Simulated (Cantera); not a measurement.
Input (Python, Cantera) and output of one run.

```python
import numpy as np
import cantera as ct

gas_names = """
    B BCL BCL2 BCL3 BN BO BOCL BO2 B2 B2O B2O2 B2O3 B3O3CL3 CL CLO CL2 N NO NO2 NO3 N2 N2O O O2 O3
""".split()
cond_names = """
    B(b) B(L) BN(s) B2O3(L)
""".split()


# ... load() reads the species with a 1 bar reference pressure and builds the phases ...
atoms = {
    'BCl3': {'B': 1, 'CL': 3},
    'O2': {'O': 2},
    'N2': {'N': 2},
}
top_T = {'BN(s)': 3200}  # K; cautious upper limits of use, not melting points


# ... equilibrate(T, P, feed) seeds the gas with the atoms and calls Mixture.equilibrate('TP', solver="vcs", rtol=1e-11, max_steps=5000) ...
results = []
feed = {'BCl3': 1, 'O2': 2.3, 'N2': 3.8}  # mol
P = 11  # Pa
for T in [1173, 1223, 1273, 1323, 1373, 1423, 1473, 1523, 1573]:
    mix = equilibrate(T, P, feed)
    results.append((T, P, feed, dict(zip(mix.species_names, mix.species_moles))))

top = {s: max(r[3][s] / sum(r[3][g] for g in gas_names) for r in results) for s in gas_names}
cols = sorted((s for s in top if top[s] > 0.0001), key=lambda s: -top[s])[:7]
seen = [c for c in cond_names if any(r[3].get(c, 0) > 1e-12 for r in results)]
print("log10 of partial pressures in bar; condensed amounts in mol")
print(f"{'T/K':>10s}" + "".join(f"{s[:9]:>10s}" for s in cols + seen))
for T, P, feed, n in results:
    ng = sum(n[g] for g in gas_names)
    print(f"{T:10.4g}" + "".join(f"{np.log10(max(n[s] / ng * P / 1e5, 1e-99)):10.3f}" for s in cols)
          + "".join(f"{n.get(c, 0):10.4g}" for c in seen))
```

Result:

```
log10 of partial pressures in bar; condensed amounts in mol
       T/K        N2        CL        O2       CL2      B2O3       BO2      BOCL   B2O3(L)
      1173    -4.243    -4.855    -4.633    -4.808    -8.429    -9.318    -8.117    0.4995
      1223    -4.257    -4.690    -4.647    -4.934    -7.716    -8.718    -7.634    0.4978
      1273    -4.272    -4.571    -4.661    -5.116    -7.062    -8.168    -7.223    0.4915
      1323    -4.285    -4.495    -4.674    -5.353    -6.459    -7.659    -6.879    0.4689
      1373    -4.297    -4.456    -4.686    -5.636    -5.902    -7.189    -6.592    0.3937
      1423    -4.314    -4.447    -4.702    -5.954    -5.387    -6.754    -6.353    0.1549
      1473    -4.324    -4.445    -4.713    -6.262    -5.233    -6.511    -6.301         0
      1523    -4.325    -4.440    -4.715    -6.545    -5.239    -6.356    -6.326         0
      1573    -4.326    -4.437    -4.718    -6.814    -5.245    -6.212    -6.352         0
```

Equilibrium computed with Cantera from the NASA thermochemical tables; the gas is ideal and each condensed phase is pure. The tables' values for BOCl are old estimates; treat these amounts as uncertain.
